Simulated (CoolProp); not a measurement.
Vapour-liquid equilibrium of n-pentane (1) + the fluoroketone C6F12O (FK-5-1-12) (2) at 0.315 MPa; x and y are mole fractions of (1).

Computed with CoolProp (multi-fluid Helmholtz-energy mixture model, Thol 2019 and McLinden 2015; pair parameters Bell 2016).

```json
[
 {"x": "0.05", "bubble temperature, mixture model (K)": "355.3", "bubble temperature, Raoult's law (K)": "358.8", "y, mixture model": "0.136", "y, Raoult's law": "0.067"},
 {"x": "0.2", "bubble temperature, mixture model (K)": "345.6", "bubble temperature, Raoult's law (K)": "356.8", "y, mixture model": "0.419", "y, Raoult's law": "0.256"},
 {"x": "0.35", "bubble temperature, mixture model (K)": "340.6", "bubble temperature, Raoult's law (K)": "354.8", "y, mixture model": "0.556", "y, Raoult's law": "0.427"},
 {"x": "0.5", "bubble temperature, mixture model (K)": "338.8", "bubble temperature, Raoult's law (K)": "353.0", "y, mixture model": "0.621", "y, Raoult's law": "0.581"},
 {"x": "0.65", "bubble temperature, mixture model (K)": "338.3", "bubble temperature, Raoult's law (K)": "351.1", "y, mixture model": "0.659", "y, Raoult's law": "0.722"},
 {"x": "0.8", "bubble temperature, mixture model (K)": "338.8", "bubble temperature, Raoult's law (K)": "349.4", "y, mixture model": "0.708", "y, Raoult's law": "0.849"},
 {"x": "0.95", "bubble temperature, mixture model (K)": "343.0", "bubble temperature, Raoult's law (K)": "347.7", "y, mixture model": "0.865", "y, Raoult's law": "0.964"}
]
```

The largest gap from Raoult's law is -14.2 K in bubble temperature, at x = 0.5. y crosses x between x = 0.65 and 0.8: the model has an azeotrope there.

The pair parameters rest on a limited set of measurements; away from them the model extrapolates.
